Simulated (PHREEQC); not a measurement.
Dissolve 0.31 mol/kgw CdSO4 and 0.11 mol/kgw KCl at 25 °C. It is in equilibrium with CO2 at log p = -1 (atm). Otherwise closed; pH follows from the charge balance.

All values are PHREEQC results (ion-association model, phreeqc.dat), not measurements.

Each row changes one thing in this solution. No solid was allowed to form.

| case | pH | ionic strength (mol/kgw) | CdSO4 (mol/kgw) | Cd+2 (mol/kgw) | SO4-2 (mol/kgw) | Cd(SO4)2-2 (mol/kgw) | SI of Otavite (CdCO3) | SI of Cd(OH)2 (Cd(OH)2) |
|---|---|---|---|---|---|---|---|---|
| as made | 4.48 | 0.552 | 0.0946 | 0.0808 | 0.0795 | 0.0628 | +0.28 | -6.33 |
| 0.34 mol/kgw MnCl2 added | 4.28 | [?] | 0.0259 | 0.0141 | 0.132 | 0.0179 | -0.74 | -7.35 |
| KCl from 0.11 to 0.22 mol/kgw | 4.53 | 0.622 | [?] | 0.0543 | 0.0971 | 0.0572 | +0.22 | -6.39 |
| KCl left out | 4.41 | [?] | [?] | 0.126 | 0.0621 | 0.0643 | +0.33 | -6.28 |

**Question.** What belongs in the gaps?

**Answer.** 
- 0.34 mol/kgw MnCl2 added, ionic strength (mol/kgw): 1.03
- KCl from 0.11 to 0.22 mol/kgw, CdSO4 (mol/kgw): 0.0750
- KCl left out, ionic strength (mol/kgw): 0.506
- KCl left out, CdSO4 (mol/kgw): 0.119

The ionic strength passes 0.7 mol/kgw, the rough limit of the ion-association models, in 0.34 mol/kgw MnCl2 added. Some of these states are supersaturated (in Otavite, for instance).
